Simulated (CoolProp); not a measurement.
Octamethylcyclotetrasiloxane (D4) at several states: density (kg/m³) from the reference equation and from simpler models built on Tc = 586.5 K, pc = 13.47 bar, ω = 0.598; each cubic takes its own stable root.

The numbers come from the reference Helmholtz-energy equation of state, Thol 2015 in CoolProp.

```tsv
T (K)	p (bar)	phase	reference
377.5	4.63	liquid	859.1
493.8	24.6	liquid	715.8
563	28.2	liquid	603.1
402.9	5.04	liquid	828.0
452.1	54.1	liquid	785.9
```

### Question
How far does each simpler model (van der Waals, Soave-Redlich-Kwong, Peng-Robinson) lie from the reference over these 5 states: mean and median of the absolute difference, and the worst?

### Answer
- van der Waals: mean 38.4 %, median 37.7 %, worst -42.6 % at 377.5 K and 4.63 bar
- Soave-Redlich-Kwong: mean 9.2 %, median 9.1 %, worst -11.6 % at 563 K and 28.2 bar
- Peng-Robinson: mean 2.6 %, median 2.6 %, worst +4.4 % at 452.1 K and 54.1 bar
